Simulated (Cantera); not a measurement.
Cantera run, input and output.

```python
import numpy as np
import cantera as ct

gas = ct.Solution("gri30.yaml")
gas.TPX = 1398, 130000, {'CH4': 1, 'O2': 2.78, 'N2': 10.4}
reactor = ct.IdealGasReactor(gas, energy="on", clone=False)
net = ct.ReactorNet([reactor])
net.rtol, net.atol = 1e-08, 1e-16
show = ['CH4', 'O2', 'H', 'OH', 'C2H2', 'HO2', 'CO']
times = np.geomspace(2e-06, 0.1, 14)

steps = ct.SolutionArray(gas, extra=["t"])
rows = []
print(f"{'t/s':>10s}{'T/K':>9s}{'P/Pa':>11s}" + "".join(f"{s:>11s}" for s in show))
for t in times:
    while net.time < t:
        t_next = net.step()
        steps.append(gas.state, t=t_next)
    rows.append([np.interp(t, steps.t, y) for y in (steps.T, steps.P, *steps(*show).X.T)])
    print(f"{t:10.3e}{rows[-1][0]:9.1f}{rows[-1][1]:11.4g}" + "".join(f"{x:11.3e}" for x in rows[-1][2:]))
rate = np.gradient(steps.T, steps.t)
print("integrator steps:", len(steps.t))
if steps.T.max() > steps.T[0] + 200:
    print(f"time of steepest temperature rise: {steps.t[rate.argmax()]:.4e} s")
gas.TPX = 1398, 130000, {'CH4': 1, 'O2': 2.78, 'N2': 10.4}
gas.equilibrate("UV")
print(f"equilibrium (UV): T = {gas.T:.1f} K  " + "  ".join(f"{s} {gas[s].X[0]:.3e}" for s in show))
```

Result:

```
       t/s      T/K       P/Pa        CH4         O2          H         OH       C2H2        HO2         CO
 2.000e-06   1398.0    1.3e+05  7.052e-02  1.961e-01  1.177e-09  8.186e-10  1.345e-21  4.020e-08  3.156e-14
 4.597e-06   1398.0    1.3e+05  7.052e-02  1.961e-01  1.240e-09  1.084e-09  7.261e-20  9.203e-08  3.504e-13
 1.057e-05   1398.0    1.3e+05  7.052e-02  1.961e-01  1.367e-09  1.589e-09  3.244e-18  2.093e-07  3.949e-12
 2.429e-05   1398.0    1.3e+05  7.052e-02  1.961e-01  1.690e-09  3.026e-09  1.236e-16  4.693e-07  4.838e-11
 5.583e-05   1398.0    1.3e+05  7.052e-02  1.960e-01  2.621e-09  7.228e-09  4.641e-15  1.016e-06  6.616e-10
 1.283e-04   1398.0    1.3e+05  7.051e-02  1.960e-01  6.009e-09  2.068e-08  2.141e-13  2.001e-06  1.115e-08
 2.950e-04   1398.0    1.3e+05  7.048e-02  1.960e-01  2.137e-08  7.132e-08  1.569e-11  2.993e-06  2.784e-07
 6.780e-04   1399.0  1.301e+05  7.025e-02  1.959e-01  8.457e-08  2.312e-07  1.634e-09  4.572e-06  9.465e-06
 1.558e-03   1409.3  1.311e+05  6.849e-02  1.947e-01  5.171e-07  1.035e-06  1.353e-07  1.796e-05  2.797e-04
 3.582e-03   2764.0   2.63e+05  2.422e-16  5.242e-02  3.520e-03  1.862e-02  1.791e-19  1.313e-05  1.798e-02
 8.234e-03   2758.8  2.624e+05  2.421e-16  5.076e-02  3.452e-03  1.825e-02  1.741e-19  1.269e-05  1.790e-02
 1.893e-02   2758.8  2.624e+05  2.420e-16  5.075e-02  3.452e-03  1.825e-02  1.740e-19  1.268e-05  1.790e-02
 4.351e-02   2758.8  2.624e+05  2.420e-16  5.075e-02  3.452e-03  1.825e-02  1.740e-19  1.268e-05  1.790e-02
 1.000e-01   2758.8  2.624e+05  2.420e-16  5.075e-02  3.452e-03  1.825e-02  1.740e-19  1.268e-05  1.790e-02
integrator steps: 2022
time of steepest temperature rise: 2.3637e-03 s
equilibrium (UV): T = 2758.8 K  CH4 3.338e-16  O2 5.075e-02  H 3.452e-03  OH 1.825e-02  C2H2 1.881e-19  HO2 1.268e-05  CO 1.790e-02
```

Cantera simulation using GRI-Mech 3.0 (53 species, 325 reactions); the numbers are that mechanism's predictions, not measurements.
